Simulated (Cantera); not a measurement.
An isothermal, constant-pressure homogeneous reactor starts with 20.0 % CH4, 42.0 % CO2, 38.0 % H2, at 2150 K and 0.132 atm.

Cantera simulation using GRI-Mech 3.0 (53 species, 325 reactions); the numbers are that mechanism's predictions, not measurements.

One state of this run: x CH4 = 0.104; x CO2 = 0.333; x H2 = 0.406; x HCO = 8.62e-6; x HO2 = 2.35e-10; x O2 = 1.94e-8; x H = 0.00283. x: mole fraction; the columns are a selection and need not sum to one.

Question: Which value of t (s) does it belong to?
A) 0.00170
B) 0.0111
C) 0.000261
D) 0.00434

Answer: C, 0.000261
